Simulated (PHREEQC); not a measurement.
A solution holds 0.0017 mol/kgw NH4HF2 and 0.12 mol/kgw H3BO3, at 25 °C. Closed to the air; pH follows from the charge balance.

Model: ion-association model, wateq4f.dat, run in PHREEQC.

```json
{
  "pH": "3.72",
  "ionic_strength": "0.00190 mol/kgw",
  "total_alkalinity": "-1.70 meq/kg"
}
```

| species | molality | activity | log γ |
|---|---|---|---|
| H3BO3 | 0.119 | 0.119 | 0.000 |
| NH4+ | 0.00170 | 0.00162 | -0.021 |
| F- | 0.000898 | 0.000855 | -0.021 |
| BF2(OH)2- | 0.000738 | 0.000703 | -0.021 |
| HF | 0.000242 | 0.000242 | 0.000 |
| H+ | 0.000198 | 0.000189 | -0.020 |
| BF3OH- | 0.000131 | 0.000125 | -0.021 |
| BF4- | 8.64e-5 | 8.22e-5 | -0.021 |
| BF(OH)3- | 4.26e-5 | 4.05e-5 | -0.021 |
| HF2- | 8.34e-7 | 7.95e-7 | -0.021 |
| H2BO3- | 3.81e-7 | 3.63e-7 | -0.021 |
| H2F2 | 1.53e-7 | 1.53e-7 | 0.000 |
| NH3 | 4.89e-9 | 4.89e-9 | 0.000 |

No solid was allowed to form. Real BF4- forms and hydrolyses slowly; the run takes it at equilibrium.
